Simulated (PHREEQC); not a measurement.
0.14 g of hydrous ferric oxide (600 m²/g; 0.2 weak and 0.005 strong sites per Fe, Dzombak-Morel constants, diffuse double layer) in 1 kg of water with 0.05 mol/kgw of an inert sodium salt, at 25 °C; the pH is set by adding NaOH or the inert anion's acid. Oxygen is held at 0.21 atm. No CO2 enters from the air. Nothing may precipitate in this run.

Computed with PHREEQC (ion-association model, wateq4f.dat).

| pH | surface charge σ (C/m²) | surface potential ψ (mV) |
|---|---|---|
| 3 | 0.357 | 169 |
| 3.38 | 0.342 | 167 |
| 3.75 | 0.317 | 164 |
| 4.12 | 0.281 | 158 |
| 4.5 | 0.238 | 149 |
| 4.88 | 0.194 | 139 |
| 5.25 | 0.154 | 127 |
| 5.62 | 0.119 | 114 |
| 6 | 0.089 | 99 |
| 6.38 | 0.064 | 84 |
| 6.75 | 0.045 | 67 |
| 7.12 | 0.030 | 50 |
| 7.5 | 0.017 | 31 |
| 7.88 | 0.006 | 12 |
| 8.25 | -0.004 | -7 |
| 8.62 | -0.014 | -26 |
| 9 | -0.026 | -45 |

The oxide is taken as insoluble; below pH 4 it would dissolve.
